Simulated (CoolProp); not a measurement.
Dimethyl ether along the isobar 0.353 MPa: density (kg/m³) from the reference equation and from simpler models built on Tc = 127.2 °C, pc = 5.337 MPa, ω = 0.196; each cubic takes its own stable root.

Values from CoolProp's reference Helmholtz-energy equation of state, Wu 2011.

```tsv
T (°C)	phase	reference
-34.35	liquid	748.5
-18.05	liquid	726.1
-1.65	liquid	702.6
14.65	gas	7.364
30.95	gas	6.858
47.25	gas	6.434
63.55	gas	6.069
79.85	gas	5.750
96.15	gas	5.467
112.45	gas	5.214
128.75	gas	4.985
145.05	gas	4.776
161.35	gas	4.586
177.75	gas	4.410
194.05	gas	4.248
```

Problem. How far does each simpler model (van der Waals, Redlich-Kwong, Soave-Redlich-Kwong, Peng-Robinson) lie from the reference over these 15 states: mean and median of the absolute difference, and the worst?

Solution. 
- van der Waals: mean 20.6 %, median 1.0 %, worst -98.9 % at -1.65 °C and 0.353 MPa
- Redlich-Kwong: mean 8.3 %, median 0.3 %, worst -98.9 % at -1.65 °C and 0.353 MPa
- Soave-Redlich-Kwong: mean 2.0 %, median 0.2 %, worst -8.6 % at -1.65 °C and 0.353 MPa
- Peng-Robinson: mean 0.9 %, median 0.1 %, worst +3.6 % at -18.05 °C and 0.353 MPa

At some of these states van der Waals, Redlich-Kwong gives the other phase, because its saturation line lies elsewhere.
